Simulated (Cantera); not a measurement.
A closed system holds: 1 mol BCl₃, 0.48 mol NH₃, 150 mol H₂, held at 1223.15 K and 100000 Pa.

Equilibrium computed with Cantera from the NASA thermochemical tables; the gas is ideal and each condensed phase is pure. Candidate condensed phases: B, BN, NH₄Cl; 21 gas species. Mutual solubility and eutectic melting of coexisting phases are not modelled. Gases not in the tables: BHCl₂. Rates play no part.

Base state: H₂ 0.981, HCl 0.0191, BCl₃ 0.000214 (mole fractions); condensed: B(s) + BN(s).

**Question.** What changes in the equilibrium state with this change: temperature from 1223.15 K to 1998.15 K?

**Answer.** 
| species | before | after |
|---|---|---|
| H₂ | 0.981 | 0.978 |
| HCl | 0.0191 | 0.0192 |
| H | 2.99e-7 | 0.00159 |
| BH₂ | 2.85e-7 | 0.000453 |
| N₂ | <1e-9 | 0.000114 |
| BCl | 6.74e-8 | 0.000432 |
| Cl | 5.00e-9 | 2.32e-5 |
| BCl₃ | 0.000214 | 2.34e-6 |
| B(s), mol | 0.487 | 0.412 |
| BN(s), mol | 0.480 | 0.445 |
The tables' values for BH₂, BCl, BCl₂ are old estimates; treat these amounts as uncertain. Gases not in the tables: B₂H₆ and higher boranes.
